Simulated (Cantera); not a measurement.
Cantera run, input and output.

```python
import numpy as np
import cantera as ct

surf = ct.Interface("ptcombust.yaml", "Pt_surf")
gas = surf.adjacent["gas"]
gas.TPX = 300, 4500, {'CH4': 0.025, 'O2': 0.11, 'N2': 0.79}
jet = ct.ImpingingJet(gas=gas, width=0.027, surface=surf)
jet.inlet.mdot, jet.inlet.T, jet.inlet.X = 0.2, 300, {'CH4': 0.025, 'O2': 0.11, 'N2': 0.79}
jet.set_refine_criteria(ratio=10, slope=0.2, curve=0.3)
show, cover = ['CH4', 'O2', 'H2O', 'OH', 'CO', 'CO2'], ["PT(S)", "H(S)", "O(S)", "OH(S)", "CO(S)", "C(S)"]

rows = []
print(f"{'Ts/K':>7s}" + "".join(f"{s:>11s}" for s in show + cover) + "   (gas at the wall, coverages)")
for i, Ts in enumerate([950, 1000, 1050, 1100, 1150]):
    jet.surface.T = Ts
    if i == 0:
        surf.TP = Ts, 4500
        surf.coverages = "PT(S):0.5, O(S):0.5"
        surf.advance_coverages(1.0)
        jet.set_initial_guess(products="inlet")
    jet.solve(loglevel=0, auto=(i == 0))
    rows.append([*(jet.X[gas.species_index(s), -1] for s in show), *surf[cover].coverages])
    print(f"{Ts:7g}" + "".join(f"{x:11.3e}" for x in rows[-1]))
```

It prints:

```
   Ts/K        CH4         O2        H2O         OH         CO        CO2      PT(S)       H(S)       O(S)      OH(S)      CO(S)       C(S)   (gas at the wall, coverages)
    950  2.123e-02  1.065e-01  1.080e-02  7.427e-08  1.215e-05  7.109e-03  3.087e-01  1.002e-07  6.907e-01  5.610e-04  7.209e-06  3.455e-08
   1000  1.885e-02  1.015e-01  1.520e-02  2.166e-07  1.476e-05  1.002e-02  3.825e-01  2.247e-07  6.169e-01  5.816e-04  5.887e-06  3.685e-08
   1050  1.659e-02  9.665e-02  1.936e-02  5.552e-07  1.752e-05  1.279e-02  4.556e-01  4.439e-07  5.439e-01  5.688e-04  4.696e-06  3.742e-08
   1100  1.458e-02  9.242e-02  2.302e-02  1.269e-06  2.061e-05  1.521e-02  5.261e-01  7.981e-07  4.733e-01  5.336e-04  3.738e-06  3.710e-08
   1150  1.292e-02  8.890e-02  2.603e-02  2.635e-06  2.428e-05  1.722e-02  5.924e-01  1.330e-06  4.071e-01  4.856e-04  3.002e-06  3.641e-08
```

Model: Deutschmann's 1995 Pt surface mechanism with GRI-Mech 3.0 gas chemistry, integrated in Cantera. Catalytic surfaces can have several steady states; this one follows from the mechanism file's or the stated starting coverage.
